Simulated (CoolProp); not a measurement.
Ethane along the isotherm -87.25 °C: Z from the reference equation and from simpler models built on Tc = 32.2 °C, pc = 4.872 MPa, ω = 0.099; each cubic takes its own stable root.

Model: reference Helmholtz-energy equation of state, Bücker 2006, in CoolProp.

| p (MPa) | phase | reference |
|---|---|---|
| 3.05 | liquid | 0.1089 |
| 6.09 | liquid | 0.2162 |
| 9.14 | liquid | 0.3230 |
| 12.2 | liquid | 0.4290 |
| 15.2 | liquid | 0.5322 |
| 18.3 | liquid | 0.6379 |
| 21.3 | liquid | 0.7394 |
| 24.4 | liquid | 0.8436 |
| 27.4 | liquid | 0.9437 |
| 30.5 | liquid | 1.047 |
| 33.5 | liquid | 1.145 |
| 36.5 | liquid | 1.244 |
| 39.6 | liquid | 1.345 |
| 42.6 | liquid | 1.442 |
| 45.7 | liquid | 1.542 |
| 48.7 | liquid | 1.638 |

Problem. How far does each simpler model (van der Waals, Redlich-Kwong, Soave-Redlich-Kwong, Peng-Robinson) lie from the reference over these 16 states: mean and median of the absolute difference, and the worst?

Solution. 
- van der Waals: mean 47.6 %, median 46.9 %, worst +52.1 % at -87.25 °C and 3.05 MPa
- Redlich-Kwong: mean 3.2 %, median 3.0 %, worst +3.9 % at -87.25 °C and 3.05 MPa
- Soave-Redlich-Kwong: mean 2.9 %, median 2.8 %, worst +3.6 % at -87.25 °C and 3.05 MPa
- Peng-Robinson: mean 8.3 %, median 8.3 %, worst -8.4 % at -87.25 °C and 24.4 MPa
